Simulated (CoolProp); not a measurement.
Computed with CoolProp (reference Helmholtz-energy equation of state, Zhou 2012).

Q: For p-xylene, give the phase and the expansivity (1/kK), fugacity coefficient at 300.9 K and 0.456 bar; 324.2 K and 2.16 bar.

A: 
- 300.9 K and 0.456 bar: liquid; expansivity 1.02, fugacity coefficient 0.0302
- 324.2 K and 2.16 bar: liquid; expansivity 1.05, fugacity coefficient 0.0212
